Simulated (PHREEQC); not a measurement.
1 kg of water holding 0.13 mol CaCl2, 0.0045 mol MgCl2, 0.24 mol NaCl, 0.17 mol KCl and 0.0032 mol SrCl2 is evaporated at 25 °C; the solids stay in contact with the brine. The system is closed to CO2. Only these solids could form: Bischofite, Brucite, Carnallite, Halite, Portlandite, Sylvite, MgCl2_4H2O.

The series has 19 steps of water left (kg), from 1 to 0.0293.

All values are PHREEQC results (Pitzer model, pitzer.dat), not measurements.

Task: Which solids form, in which order, and at which step of the series does each first stand?

Result: Halite from water left = 0.07809 kg; Sylvite from water left = 0.07809 kg.

Species that the database lacks are ignored.
